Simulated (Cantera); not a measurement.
# Ammonia decomposition in nitride growth gas

An isothermal, constant-pressure homogeneous reactor starts with 41.7 % NH3, 58.3 % N2, at 1925 K and 101000 Pa.

Cantera simulation using the gas-phase N/H chemistry of the illustrative SiF4/NH3 mechanism in the Surface Chemkin manual (1991); the numbers are that mechanism's predictions, not measurements. Walls and surfaces, which speed up NH3 decomposition in real reactors, are not modelled.

```json
[
 {"t (s)": "0.000700", "x NH3": "0.413", "x H2": "0.00358", "x N2H4": "3.29e-7", "x H": "2.44e-6", "x NH2": "0.000611"},
 {"t (s)": "0.00174", "x NH3": "0.407", "x H2": "0.00980", "x N2H4": "3.03e-7", "x H": "5.53e-6", "x NH2": "0.000585"},
 {"t (s)": "0.00434", "x NH3": "0.393", "x H2": "0.0248", "x N2H4": "2.60e-7", "x H": "1.26e-5", "x NH2": "0.000543"},
 {"t (s)": "0.0108", "x NH3": "0.361", "x H2": "0.0590", "x N2H4": "2.06e-7", "x H": "2.84e-5", "x NH2": "0.000483"},
 {"t (s)": "0.0270", "x NH3": "0.295", "x H2": "0.129", "x N2H4": "1.43e-7", "x H": "6.27e-5", "x NH2": "0.000402"},
 {"t (s)": "0.0672", "x NH3": "0.188", "x H2": "0.242", "x N2H4": "7.35e-8", "x H": "0.000132", "x NH2": "0.000288"},
 {"t (s)": "0.167", "x NH3": "0.0746", "x H2": "0.362", "x N2H4": "1.97e-8", "x H": "0.000256", "x NH2": "0.000149"},
 {"t (s)": "0.417", "x NH3": "0.0149", "x H2": "0.425", "x N2H4": "1.75e-9", "x H": "0.000449", "x NH2": "4.45e-5"},
 {"t (s)": "1.04", "x NH3": "0.00233", "x H2": "0.438", "x N2H4": "7.20e-11", "x H": "0.000602", "x NH2": "9.03e-6"},
 {"t (s)": "2.59", "x NH3": "0.000591", "x H2": "0.440", "x N2H4": "5.07e-12", "x H": "0.000631", "x NH2": "2.40e-6"},
 {"t (s)": "6.45", "x NH3": "0.000201", "x H2": "0.441", "x N2H4": "<1e-12", "x H": "0.000634", "x NH2": "8.19e-7"},
 {"t (s)": "16.1", "x NH3": "7.60e-5", "x H2": "0.441", "x N2H4": "<1e-12", "x H": "0.000635", "x NH2": "3.10e-7"},
 {"t (s)": "40.0", "x NH3": "3.00e-5", "x H2": "0.441", "x N2H4": "<1e-12", "x H": "0.000635", "x NH2": "1.22e-7"}
]
```
x: mole fraction; the columns are a selection and need not sum to one.

Equilibrium at this temperature and pressure: NH3 5.05e-6, H2 0.441, N2H4 <1e-12, H 0.000635, NH2 2.06e-8 (gas phase only).
